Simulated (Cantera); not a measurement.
Charge: 1 mol C₆H₆, 0.042 mol H₂O, held at 25.0 Pa.

Method: chemical equilibrium by Gibbs-energy minimisation in Cantera with the NASA 1993 tables (ideal gas, pure condensed phases). Candidate condensed phases: C, C₆H₆, C₇H₈, C₈H₁₈, H₂O; 110 gas species. Kinetics and transport are ignored.

Task: At 998 K, list the 3 most abundant gas species with their mole fractions, and the condensed phases.

Result: H₂ 0.986, CO 0.0136, CH₄ 2.37e-5. Condensed: C(graphite).
